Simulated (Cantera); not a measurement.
Cantera run, input and output.

```python
import numpy as np
import cantera as ct

gas = ct.Solution("h2o2.yaml")
gas.TPX = 1350, 1333, {'H2': 0.28, 'O2': 1}
reactor = ct.IdealGasConstPressureReactor(gas, energy="off", clone=False)
net = ct.ReactorNet([reactor])
net.rtol, net.atol = 1e-08, 1e-18
show = ['H2', 'O2', 'H', 'O', 'OH']
times = np.geomspace(2e-05, 50, 12)

steps = ct.SolutionArray(gas, extra=["t"])
rows = []
print(f"{'t/s':>10s}{'T/K':>9s}{'P/Pa':>11s}" + "".join(f"{s:>11s}" for s in show))
for t in times:
    while net.time < t:
        t_next = net.step()
        steps.append(gas.state, t=t_next)
    rows.append([np.interp(t, steps.t, y) for y in (steps.T, steps.P, *steps(*show).X.T)])
    print(f"{t:10.3e}{rows[-1][0]:9.1f}{rows[-1][1]:11.4g}" + "".join(f"{x:11.3e}" for x in rows[-1][2:]))
rate = np.gradient(steps.T, steps.t)
print("integrator steps:", len(steps.t))
if steps.T.max() > steps.T[0] + 200:
    print(f"time of steepest temperature rise: {steps.t[rate.argmax()]:.4e} s")
gas.TPX = 1350, 1333, {'H2': 0.28, 'O2': 1}
gas.equilibrate("TP")
print(f"equilibrium (TP): T = {gas.T:.1f} K  " + "  ".join(f"{s} {gas[s].X[0]:.3e}" for s in show))
```

It prints:

```
       t/s      T/K       P/Pa         H2         O2          H          O         OH
 2.000e-05   1350.0       1333  2.187e-01  7.812e-01  3.428e-08  9.905e-09  8.563e-09
 7.632e-05   1350.0       1333  2.187e-01  7.812e-01  2.294e-07  1.340e-07  1.017e-07
 2.913e-04   1350.0       1333  2.186e-01  7.812e-01  4.846e-05  3.178e-05  2.348e-05
 1.112e-03   1350.0       1333  1.170e-02  6.480e-01  6.816e-02  9.017e-02  1.644e-02
 4.242e-03   1350.0       1333  1.021e-02  6.644e-01  5.361e-02  7.687e-02  1.559e-02
 1.619e-02   1350.0       1333  5.903e-03  7.083e-01  2.043e-02  3.987e-02  1.221e-02
 6.178e-02   1350.0       1333  8.991e-04  7.470e-01  1.102e-03  5.685e-03  4.874e-03
 2.357e-01   1350.0       1333  6.538e-05  7.534e-01  2.143e-05  4.111e-04  1.322e-03
 8.997e-01   1350.0       1333  7.344e-06  7.542e-01  8.128e-07  4.640e-05  4.450e-04
 3.433e+00   1350.0       1333  1.312e-06  7.543e-01  6.181e-08  8.326e-06  1.886e-04
 1.310e+01   1350.0       1333  5.283e-07  7.543e-01  1.586e-08  3.355e-06  1.197e-04
 5.000e+01   1350.0       1333  5.031e-07  7.543e-01  1.474e-08  3.195e-06  1.168e-04
integrator steps: 2104
equilibrium (TP): T = 1350.0 K  H2 5.031e-07  O2 7.543e-01  H 1.474e-08  O 3.195e-06  OH 1.168e-04
```

Model: the H2/O2 subset of GRI-Mech 3.0, which has no nitrogen chemistry, integrated in Cantera. Radical loss at walls, strong at low pressure, is not modelled. The temperature is held fixed by assumption; the heat of reaction is taken as removed at once.
